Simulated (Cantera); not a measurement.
Predominance diagram of Ti at 1725 K against the partial pressures of O2 and CO (log10, bar). Cantera with NASA thermochemical tables; ideal gases at 1 bar, condensed phases pure. Candidates: Ti(β), TiC(s), TiO(s), TiO2(rutile), Ti2O3(s), Ti3O5(s), Ti4O7(s). Only these pure phases compete in this equilibrium. TiC, TiO: taken at fixed stoichiometry. Not in the tables: Magnéli phases beyond Ti4O7, TiC-TiO solid solutions.

Task: Which phase is stable at these pairs, and which metal-bearing vapour leads over it? (-5.2, -12.7); (0, -3.8); (-13.5, -8.9); (-13.5, -11.5); (-12.8, -7.6); (0, -12.7); (-7.5, -12.7)

Result: 
| log p(O2) | log p(CO) | phase | chief vapour | log p (bar) |
|---|---|---|---|---|
| -5.2 | -12.7 | TiO2(rutile) | TiO2 | -9.2 |
| 0 | -3.8 | TiO2(rutile) | TiO2 | -9.2 |
| -13.5 | -8.9 | Ti3O5(s) | TiO2 | -9.5 |
| -13.5 | -11.5 | Ti3O5(s) | TiO2 | -9.5 |
| -12.8 | -7.6 | Ti3O5(s) | TiO2 | -9.4 |
| 0 | -12.7 | TiO2(rutile) | TiO2 | -9.2 |
| -7.5 | -12.7 | TiO2(rutile) | TiO2 | -9.2 |
